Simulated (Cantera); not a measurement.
An isothermal, constant-pressure homogeneous reactor starts with CH₄ : H₂O : N₂ = 1 : 0.71 : 0.039 (molar parts), at 2200 K and 1.60 bar.

Computed with Cantera and GRI-Mech 3.0 (53 species, 325 reactions). GRI-Mech 3.0 stops at C3 and has no aromatics, soot or wall deposition, so with more carbon than oxygen in the feed, carbon stays in small species such as C2H2 where larger ones or solid carbon would form.

### Question
Predict: x(CH₄) at 100 s; x(H₂O) at 100 s; x(H₂) at 100 s; x(CO₂) at 100 s; x(C₂H₄) at 100 s.

### Answer
- x(CH₄) at 100 s: 0.00103 (gas-phase equilibrium 0.000992)
- x(H₂O) at 100 s: 3.08e-6 (gas-phase equilibrium 3.13e-6)
- x(H₂) at 100 s: 0.737 (gas-phase equilibrium 0.737)
- x(CO₂) at 100 s: 1.62e-7 (gas-phase equilibrium 1.65e-7)
- x(C₂H₄) at 100 s: 0.000110 (gas-phase equilibrium 0.000103)
